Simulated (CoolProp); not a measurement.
R125 along the isotherm 147.25 °C: Z from the reference equation and from simpler models built on Tc = 66.0 °C, pc = 3.618 MPa, ω = 0.305; each cubic takes its own stable root.

Computed with CoolProp (reference Helmholtz-energy equation of state, Lemmon 2005).

| p (MPa) | phase | reference |
|---|---|---|
| 0.754 | gas | 0.9666 |
| 1.51 | gas | 0.9326 |
| 2.26 | gas | 0.8986 |
| 3.02 | gas | 0.8638 |
| 3.77 | supercritical | 0.8292 |
| 4.52 | supercritical | 0.7948 |
| 5.28 | supercritical | 0.7607 |
| 6.03 | supercritical | 0.7285 |
| 6.78 | supercritical | 0.6991 |
| 7.54 | supercritical | 0.6733 |
| 8.29 | supercritical | 0.6529 |
| 9.05 | supercritical | 0.6379 |

Question: How far does each simpler model (van der Waals, Redlich-Kwong, Soave-Redlich-Kwong, Peng-Robinson) lie from the reference over these 12 states: mean and median of the absolute difference, and the worst?

Answer: 
- van der Waals: mean 7.1 %, median 7.5 %, worst -13.7 % at 147.25 °C and 6.78 MPa
- Redlich-Kwong: mean 4.0 %, median 4.6 %, worst -6.6 % at 147.25 °C and 7.54 MPa
- Soave-Redlich-Kwong: mean 3.6 %, median 2.6 %, worst +9.5 % at 147.25 °C and 9.05 MPa
- Peng-Robinson: mean 1.3 %, median 1.2 %, worst +3.2 % at 147.25 °C and 9.05 MPa
